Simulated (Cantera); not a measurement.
An adiabatic, constant-pressure homogeneous reactor starts with 6.06 % CH3OH, 6.06 % O2, 66.7 % N2, 21.2 % H2O, equivalence ratio 1.5, at 1475 K and 3750 Torr.

Detailed kinetics in Cantera: GRI-Mech 3.0 (53 species, 325 reactions). GRI-Mech 3.0 was tuned for natural gas; its chemistry of methanol as a main component is partial and can be far from experiment.

One state of this run: T (K) = 1892; x CH3OH = 3.49e-11; x O2 = 0.00522; x H2O = 0.271; x N2O = 1.39e-7; x OH = 0.00546; x C2H = <1e-12; x NO2 = 6.61e-10. x: mole fraction; the columns are a selection and need not sum to one.

Which value of t (s) does it belong to?
A. 0.00549
B. 7.06e-5
C. 0.00266
D. 0.000301

B, 7.06e-5
